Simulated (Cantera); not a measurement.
A Cantera script and what it prints.

```python
import numpy as np
import cantera as ct

gas_names = [...]  # 113 gases of nasa_gas.yaml made of C, H, O, Ta
cond_names = """
    C(gr) C6H6(L) C7H8(L) C8H18(L),n-octa H2O(s) H2O(L) Ta(cr) Ta(L) TaC(s) TaC(L) Ta2O5(s) Ta2O5(L)
""".split()


# ... load() reads the species with a 1 bar reference pressure and builds the phases ...
atoms = {
    'Ta2O5': {'Ta': 2, 'O': 5},
    'CH4': {'C': 1, 'H': 4},
    'CO': {'C': 1, 'O': 1},
}
top_T = {'C(gr)': 4500}  # K; cautious upper limits of use, not melting points


# ... equilibrate(T, P, feed) seeds the gas with the atoms and calls Mixture.equilibrate('TP', solver="vcs", rtol=1e-11, max_steps=5000) ...
results = []
feed = {'Ta2O5': 1, 'CH4': 2, 'CO': 0.016}  # mol
P = 48000  # Pa
for T in [850, 1050, 1250, 1450, 1650, 1850, 2050, 2250]:
    mix = equilibrate(T, P, feed)
    results.append((T, P, feed, dict(zip(mix.species_names, mix.species_moles))))
    x = sorted(zip(gas.X, gas.species_names), reverse=True)
    print(f"T = {T:g} K  P = {P:g} Pa  gas = {mix.phase_moles(0):.4g} mol")
    print("   x: " + "  ".join(f"{s} {v:.3e}" for v, s in x if v > 0.0001))
    print("   condensed (mol): " + ("  ".join(f"{mix.phase(i).name} {mix.phase_moles(i):.4g}"
          for i in range(1, mix.n_phases) if mix.phase_moles(i) > 1e-12) or "none"))
```

Output:

```
T = 850 K  P = 48000 Pa  gas = 3.358 mol
   x: H2 8.028e-01  CH4 1.925e-01  H2O 3.459e-03  CO 1.272e-03
   condensed (mol): C(gr) 1.365  Ta2O5(s) 1
T = 1050 K  P = 48000 Pa  gas = 3.914 mol
   x: H2 9.701e-01  CH4 2.586e-02  CO 3.767e-03  H2O 3.184e-04
   condensed (mol): C(gr) 1.9  Ta2O5(s) 1
T = 1250 K  P = 48000 Pa  gas = 5.339 mol
   x: H2 7.420e-01  CO 2.534e-01  CH4 2.906e-03  H2O 1.359e-03  CO2 2.966e-04
   condensed (mol): C(gr) 0.1071  TaC(s) 0.5389  Ta2O5(s) 0.7305
T = 1450 K  P = 48000 Pa  gas = 5.44 mol
   x: H2 7.331e-01  CO 2.645e-01  H2O 2.018e-03  CO2 3.061e-04
   condensed (mol): TaC(s) 0.5749  Ta2O5(s) 0.7126
T = 1650 K  P = 48000 Pa  gas = 5.44 mol
   x: H2 7.325e-01  CO 2.644e-01  H2O 2.680e-03  CO2 3.012e-04  H 1.122e-04
   condensed (mol): TaC(s) 0.5761  Ta2O5(s) 0.712
T = 1850 K  P = 48000 Pa  gas = 5.441 mol
   x: H2 7.315e-01  CO 2.642e-01  H2O 3.314e-03  H 6.651e-04  CO2 2.980e-04
   condensed (mol): TaC(s) 0.577  Ta2O5(s) 0.7115
T = 2050 K  P = 48000 Pa  gas = 5.446 mol
   x: H2 7.292e-01  CO 2.638e-01  H2O 3.898e-03  H 2.796e-03  CO2 2.959e-04
   condensed (mol): TaC(s) 0.578  Ta2O5(s) 0.711
T = 2250 K  P = 48000 Pa  gas = 5.463 mol
   x: H2 7.236e-01  CO 2.629e-01  H 9.118e-03  H2O 4.036e-03  CO2 2.694e-04
   condensed (mol): TaC(s) 0.5781  Ta2O5(L) 0.7107
```

These are equilibrium values from Cantera (NASA tables, ideal gas, pure condensed phases), not measurements of a reactor. Mutual solubility and eutectic melting of coexisting phases are not modelled. TaC: taken at fixed stoichiometry. Condensed phases not in the tables: Ta2C.
